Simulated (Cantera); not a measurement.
Transport properties of process gases

Gas mixture: 44.2 % NO, 55.8 % CO2, at 650000 Pa, frozen composition.

Cantera's kinetic-theory transport with the Lennard-Jones parameters of GRI-Mech 3.0, ideal gas; thermal conductivity in the multicomponent form. The composition is frozen, though it would react at the higher temperatures.

| T (K) | ρ (kg/m³) | cp (J/kg/K) | μ (µPa s) | λ (mW/m/K) | Pr | D (cm²/s) CH4 | D (cm²/s) NH3 | D (cm²/s) C2H2 |
|---|---|---|---|---|---|---|---|---|
| 400 | 7.39 | 959.2 | 21.0 | 28.3 | 0.714 | 0.0503 | 0.0493 | 0.0368 |
| 650 | 4.55 | 1086 | 30.8 | 46.3 | 0.722 | 0.118 | 0.123 | 0.0878 |
| 900 | 3.29 | 1172 | 38.9 | 63.0 | 0.724 | 0.206 | 0.221 | 0.154 |
| 1150 | 2.57 | 1229 | 46.1 | 78.1 | 0.725 | 0.312 | 0.340 | 0.234 |
| 1400 | 2.11 | 1267 | 52.6 | 92.0 | 0.725 | 0.434 | 0.478 | 0.326 |
| 1650 | 1.79 | 1294 | 58.7 | 105 | 0.724 | 0.571 | 0.632 | 0.430 |
| 1900 | 1.56 | 1314 | 64.4 | 117 | 0.724 | 0.722 | 0.803 | 0.544 |
| 2150 | 1.38 | 1328 | 69.8 | 128 | 0.723 | 0.886 | 0.989 | 0.669 |
D: mixture-averaged diffusion coefficient of that species in the mixture.
